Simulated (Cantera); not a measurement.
An isothermal, constant-pressure homogeneous reactor starts with NO : N₂ = 1 : 16 (molar parts), at 1700 K and 0.0987 atm.

Model: GRI-Mech 3.0 (53 species, 325 reactions), integrated in Cantera.

x: mole fraction; the columns are a selection and need not sum to one.

```tsv
t (s)	x NO	x O	x N₂	x O₂	x N₂O	x NO₂
7.00e-6	0.0588	2.17e-10	0.941	<1e-12	2.17e-10	<1e-12
2.93e-5	0.0588	9.07e-10	0.941	<1e-12	9.07e-10	1.16e-12
0.000122	0.0588	…	0.941	<1e-12	…	2.03e-11
0.000512	0.0588	…	0.941	6.55e-12	…	3.45e-10
0.00214	0.0588	6.24e-8	0.941	1.12e-10	6.47e-8	5.55e-9
0.00895	0.0588	2.33e-7	0.941	1.90e-9	2.50e-7	7.16e-8
0.0374	0.0588	9.20e-7	0.941	4.64e-8	7.72e-7	5.92e-7
0.156	0.0588	3.08e-6	0.941	1.89e-6	1.28e-6	2.44e-6
0.654	0.0588	3.64e-6	0.941	1.96e-5	1.31e-6	2.93e-6
2.74	0.0586	3.85e-6	0.941	9.61e-5	1.30e-6	3.11e-6
11.4	0.0580	4.63e-6	0.942	0.000419	1.27e-6	3.77e-6
47.8	0.0552	7.02e-6	0.943	0.00179	1.15e-6	5.61e-6
200	0.0444	1.26e-5	0.948	0.00720	7.41e-7	8.27e-6
```

### Question
Some entries are withheld; supply them.

### Answer

- 0.000122, x O: 3.78e-9
- 0.000122, x N₂O: 3.79e-9
- 0.000512, x O: 1.56e-8
- 0.000512, x N₂O: 1.58e-8
